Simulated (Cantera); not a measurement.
Input: 1 mol TEOS, 2.6 mol CO2, 2.8 mol H2, at 1348.15 K and 0.000560 bar.

Equilibrium computed with Cantera from the NASA thermochemical tables; the gas is ideal and each condensed phase is pure. Candidate condensed phases: C, C6H6, C7H8, C8H18, H2O, Si, SiC, SiO2; 123 gas species. The feed counts by its element totals alone. Kinetics and transport are ignored.

Base state: H2 0.582, CO 0.418, SiO 0.000403, H 7.47e-5 (mole fractions); condensed: C(graphite) + SiC(s).

Task: What changes in the equilibrium state with this change: CO2 from 2.6 to 9.7 mol?

Result: 
```tsv
species	before	after
CO	0.418	0.528
H2	0.582	0.351
H2O	7.93e-7	0.0686
CO2	2.91e-7	0.0527
SiO	0.000403	1.16e-7
H	7.47e-5	5.81e-5
C(graphite), mol	0.418	0
SiC(s), mol	0.991	0
SiO2(β-quartz), mol	0	1.000
```
The tables hold silica as quartz up to 1696 K and as liquid above; real silica turns to tridymite and cristobalite and melts near 1996 K.
